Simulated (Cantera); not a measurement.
A Cantera script and its output.

```python
import numpy as np
import cantera as ct

gas = ct.Solution("gri30.yaml")
gas.TPX = 1325, 74000, {'N2O': 1, 'N2': 3.2}
inlet = ct.Reservoir(gas, clone=True)

reactor = ct.IdealGasConstPressureReactor(gas, energy="off", clone=False)
exhaust = ct.Reservoir(gas, clone=True)
tau = [14, 6.6, 3.1, 1.5, 0.71, 0.34, 0.16, 0.077, 0.037, 0.017, 0.0083][0]
for a, b in ((inlet, reactor), (reactor, exhaust)):
    ct.MassFlowController(a, b, mdot=lambda t: reactor.mass / tau)
net = ct.ReactorNet([reactor])
show = ['N2O', 'N2', 'NO', 'NO2', 'O', 'O2']

rows = []
print(f"{'tau/s':>10s}{'T/K':>9s}" + "".join(f"{s:>11s}" for s in show))
for tau in [14, 6.6, 3.1, 1.5, 0.71, 0.34, 0.16, 0.077, 0.037, 0.017, 0.0083]:
    net.initial_time = 0.0
    net.advance(30 * tau)
    before = gas.X
    net.advance(40 * tau)
    drift = np.max(np.abs(gas.X - before) / (gas.X + 1e-9))
    rows.append([gas.T, *gas[show].X, drift])
    print(f"{tau:10.3e}{gas.T:9.1f}" + "".join(f"{x:11.3e}" for x in gas[show].X))
```

Output:

```
     tau/s      T/K        N2O         N2         NO        NO2          O         O2
 1.400e+01   1325.0  6.496e-03  8.841e-01  1.187e-02  7.728e-05  2.220e-06  9.747e-02
 6.600e+00   1325.0  1.258e-02  8.792e-01  1.484e-02  9.674e-05  3.039e-06  9.325e-02
 3.100e+00   1325.0  2.361e-02  8.718e-01  1.754e-02  1.144e-04  4.077e-06  8.695e-02
 1.500e+00   1325.0  4.135e-02  8.612e-01  1.914e-02  1.247e-04  5.247e-06  7.822e-02
 7.100e-01   1325.0  6.921e-02  8.459e-01  1.887e-02  1.226e-04  6.531e-06  6.591e-02
 3.400e-01   1325.0  1.057e-01  8.270e-01  1.631e-02  1.053e-04  7.717e-06  5.088e-02
 1.600e-01   1325.0  1.469e-01  8.064e-01  1.201e-02  7.657e-05  8.687e-06  3.468e-02
 7.700e-02   1325.0  1.819e-01  7.892e-01  7.682e-03  4.789e-05  9.326e-06  2.123e-02
 3.700e-02   1325.0  2.068e-01  7.770e-01  4.369e-03  2.603e-05  9.705e-06  1.178e-02
 1.700e-02   1325.0  2.225e-01  7.694e-01  2.207e-03  1.196e-05  9.913e-06  5.868e-03
 8.300e-03   1325.0  2.302e-01  7.657e-01  1.125e-03  5.188e-06  9.997e-06  2.972e-03
```

Detailed kinetics in Cantera: GRI-Mech 3.0 (53 species, 325 reactions). GRI-Mech 3.0 was tuned for natural gas; its chemistry of N2O as a main component is partial and can be far from experiment. The mechanism lacks the step 2 NO + O2 → 2 NO2, which can matter for NO2 below about 1400 K. The temperature is held fixed by assumption; the heat of reaction is taken as removed at once.
